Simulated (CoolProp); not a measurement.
Values from CoolProp's reference Helmholtz-energy equation of state, Tillner-Roth 1994.

Q: Give the vapour pressure (MPa), liquid cp (kJ/(kg K)), vapour Z, surface tension (mN/m) of saturated R134a at -16.45, 25.75 °C.

A: 
```csv
T (°C),p (MPa),liquid cp (kJ/(kg K)),vapour Z,surface tension (mN/m)
-16.45,0.154,1.30,0.943,13.8
25.75,0.680,1.43,0.844,7.93
```

Surface tension comes from a separate correlation (Mulero 2012).
